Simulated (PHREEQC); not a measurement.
Make-up at 20 °C: 41 mmol/kgw Cu(BF4)2, 64 mmol/kgw HCl and 1.1 mmol/kgw NaCl. Closed to the air; pH follows from the charge balance.

All values are PHREEQC results (ion-association model, wateq4f.dat), not measurements.

Task: The ionic strength comes out as 0.182 mol/kgw. What activity coefficients do BF4-, Cu+2, Na+, H+, BF2(OH)2- get?

Result: BF4- 0.69, Cu+2 0.34, Na+ 0.75, H+ 0.80, BF2(OH)2- 0.69.

No solid was allowed to form. Real BF4- forms and hydrolyses slowly; the run takes it at equilibrium.
